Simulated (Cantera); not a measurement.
Input (Python, Cantera):

```python
import numpy as np
import cantera as ct

gas = ct.Solution("h2o2.yaml")
gas.TP = 300, 32000
flame = ct.CounterflowDiffusionFlame(gas, width=0.02)
flame.fuel_inlet.X, flame.fuel_inlet.T = {'H2': 1}, 350
flame.oxidizer_inlet.X, flame.oxidizer_inlet.T = {'O2': 0.2, 'N2': 0.8}, 625
flame.set_refine_criteria(ratio=3, slope=0.12, curve=0.24, prune=0.03)
show = ['OH', 'H', 'H2O', 'HO2']

rows = []
print(f"{'mdot':>8s}{'a_max':>10s}{'a_mean':>10s}{'Tmax/K':>9s}" + "".join(f"{s:>11s}" for s in show) + "   (peak mole fractions)")
for i, mdot in enumerate([0.19, 0.29, 0.44, 0.66, 0.99, 1.5, 2.2, 3.4]):  # kg/m2/s on the oxidiser side
    flame.oxidizer_inlet.mdot, flame.fuel_inlet.mdot = mdot, 0.41 * mdot
    flame.solve(loglevel=0, auto=(i == 0))
    if flame.T.max() < max(350, 625) + 100:
        print(f"{mdot:8.3g}  no burning solution found from the previous one")
        break
    dT = np.abs(np.gradient(flame.T, flame.grid))
    rows.append([flame.strain_rate("max"), flame.strain_rate("mean"), flame.T.max(),
                 *(flame.X[gas.species_index(s)].max() for s in show), max(dT[0], dT[-1]) / dT.max()])
    print(f"{mdot:8.3g}{rows[-1][0]:10.1f}{rows[-1][1]:10.1f}{rows[-1][2]:9.1f}" + "".join(f"{x:11.3e}" for x in rows[-1][3:-1]))
```

Result:

```
    mdot     a_max    a_mean   Tmax/K         OH          H        H2O        HO2   (peak mole fractions)
    0.19     877.5     229.2   2032.0  1.922e-02  4.246e-02  2.453e-01  5.372e-05
    0.29    1300.1     349.9   1946.3  1.789e-02  4.724e-02  2.427e-01  6.035e-05
    0.44    1921.1     530.9   1862.3  1.648e-02  5.196e-02  2.401e-01  6.607e-05
    0.66    2862.4     796.3   1785.6  1.517e-02  5.727e-02  2.369e-01  7.201e-05
    0.99    4225.7    1194.5   1700.1  1.339e-02  6.154e-02  2.332e-01  7.755e-05
     1.5    6346.1    1809.8   1611.2  1.153e-02  6.504e-02  2.280e-01  8.318e-05
     2.2    9322.0    2654.4   1533.9  9.940e-03  6.766e-02  2.202e-01  8.835e-05
     3.4   14403.7    4102.3   1437.1  7.945e-03  6.719e-02  2.055e-01  9.416e-05
```

Model: the H2/O2 subset of GRI-Mech 3.0, which has no nitrogen chemistry, integrated in Cantera. The maximum strain rate includes the flame's own expansion and is several times the mean.
